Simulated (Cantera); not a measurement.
Charge: 1 mol Si₃N₄, 6 mol O₂, equilibrated at 1598 K and 13300 Pa.

Cantera equilibrium calculation (NASA polynomials, part measured and part estimated; ideal gas, pure solids and liquids). Candidate condensed phases: Si, SiO₂, Si₂N₂O, Si₃N₄; 16 gas species. The tables hold silica as quartz up to 1696 K and as liquid above; real silica turns to tridymite and cristobalite and melts near 1996 K. Rates play no part.

Base state: O₂ 0.599, N₂ 0.399, NO 0.00231, O 3.00e-5 (mole fractions); condensed: SiO₂(β-quartz).

**Question.** What changes in the equilibrium state with this change: pressure from 13300 Pa to 9.20 Pa?

**Answer.** 
```tsv
species	before	after
O₂	0.599	0.598
N₂	0.399	0.399
NO	0.00231	0.00230
O	3.00e-5	0.00114
SiO₂(β-quartz), mol	3.00	3.00
```

**Question.** What changes in the equilibrium state with this change: temperature from 1598 K to 1748.15 K?

**Answer.** 
```json
[
 {"species": "O₂", "before": "0.599", "after": "0.598"},
 {"species": "N₂", "before": "0.399", "after": "0.398"},
 {"species": "NO", "before": "0.00231", "after": "0.00416"},
 {"species": "O", "before": "3.00e-5", "after": "0.000155"},
 {"species": "SiO₂(β-quartz), mol", "before": "3.00", "after": "0"},
 {"species": "SiO₂(condensed), mol", "before": "0", "after": "3.00"}
]
```

**Question.** What changes in the equilibrium state with this change: O₂ from 6 to 0.8 mol?

**Answer.** 
```csv
species,before,after
N₂,0.399,1.000
SiO,<1e-9,0.000383
O₂,0.599,<1e-9
NO,0.00231,<1e-9
O,3.00e-5,<1e-9
"SiO₂(β-quartz), mol",3.00,0.0666
"Si₂N₂O(s), mol",0,1.47
```
Mutual solubility and eutectic melting of coexisting phases are not modelled.
